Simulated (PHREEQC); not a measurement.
Spent oxide etchant

Make-up at 25 °C: 0.099 mol HF, 0.039 mol H2SiF6, 0.046 mol HBF4 and 0.002 mol HNO3 per kg of water. Closed to the air; pH follows from the charge balance.

Equilibrium calculation in PHREEQC: ion-association model, phreeqc.dat.

This is a speciation only: nothing precipitates in the calculation.

Q: Predict the pH, ionic strength.

A: pH 0.99; ionic strength 0.166 mol/kgw.

Q: In which forms is F present?

A: SiF6-2 45 %, BF4- 35 %, HF 19 % of the F.

Complexes and solids missing from the database can't appear. SiF6-2 is the database's only silicon fluoride. Real BF4- forms and hydrolyses slowly; the run takes it at equilibrium.
